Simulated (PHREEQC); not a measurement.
0.027 g of hydrous ferric oxide (600 m²/g; 0.2 weak and 0.005 strong sites per Fe, Dzombak-Morel constants, diffuse double layer) in 1 kg of water with 0.1 mol/kgw of an inert sodium salt and 1.6e-07 mol Na2SeO4 and 1e-07 mol H3BO3, at 25 °C; the pH is set by adding NaOH or the inert anion's acid. Oxygen is held at 0.21 atm. The system is closed to CO2. No solid was allowed to form.

The series has 13 steps of pH, from 4 to 10.

Equilibrium calculation in PHREEQC: ion-association model, wateq4f.dat.

### Question
Near which pH is half of the Se sorbed, and on which side is more sorbed?

### Answer
Near pH 5.3, with more sorbed at lower pH.
